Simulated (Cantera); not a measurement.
A perfectly stirred reactor is fed with 5.93 % N2O, 0.0839 % H2, 94.0 % N2, at 0.350 bar; it is held at 1248 K, and followed from long to short residence time.

Cantera simulation using GRI-Mech 3.0 (53 species, 325 reactions); the numbers are that mechanism's predictions, not measurements. GRI-Mech 3.0 was tuned for natural gas; its chemistry of N2O as a main component is partial and can be far from experiment. The mechanism lacks 2 NO + O2 → 2 NO2 and HONO, so NO2 and the effect of NO are under-described below about 1400 K.

x: mole fraction; the columns are a selection and need not sum to one.

| τ (s) | x N2O | x H2 | x N2 | x NO2 | x HO2 | x O2 |
|---|---|---|---|---|---|---|
| 1.2 | 0.0365 | [?] | 0.951 | 1.12e-5 | 2.32e-8 | 0.00947 |
| 0.47 | 0.0471 | [?] | 0.946 | 8.39e-6 | 5.32e-8 | 0.00489 |
| 0.19 | 0.0532 | [?] | 0.943 | 5.72e-6 | 1.24e-7 | 0.00226 |
| 0.072 | 0.0564 | [?] | 0.942 | 2.93e-6 | 2.74e-7 | 0.000907 |
| 0.028 | 0.0578 | [?] | 0.941 | 1.06e-6 | 4.41e-7 | 0.000356 |
| 0.011 | 0.0585 | [?] | 0.940 | 3.06e-7 | 5.11e-7 | 0.000134 |
| 0.0043 | 0.0589 | [?] | 0.940 | 8.16e-8 | 4.66e-7 | 4.65e-5 |
| 0.0017 | 0.0591 | [?] | 0.940 | 1.70e-8 | 3.33e-7 | 1.53e-5 |
| 0.00066 | 0.0592 | 0.000819 | 0.940 | 1.27e-9 | 1.32e-7 | 4.83e-6 |
| 0.00026 | 0.0593 | 0.000836 | 0.940 | 3.38e-11 | 2.35e-8 | 1.42e-6 |
| 0.00010 | 0.0593 | 0.000838 | 0.940 | <1e-12 | 2.30e-9 | 3.36e-7 |

**Question.** What belongs in the gaps?

**Answer.** 
- 1.2, x H2: 1.15e-5
- 0.47, x H2: 2.53e-5
- 0.19, x H2: 5.24e-5
- 0.072, x H2: 0.000109
- 0.028, x H2: 0.000211
- 0.011, x H2: 0.000372
- 0.0043, x H2: 0.000580
- 0.0017, x H2: 0.000748
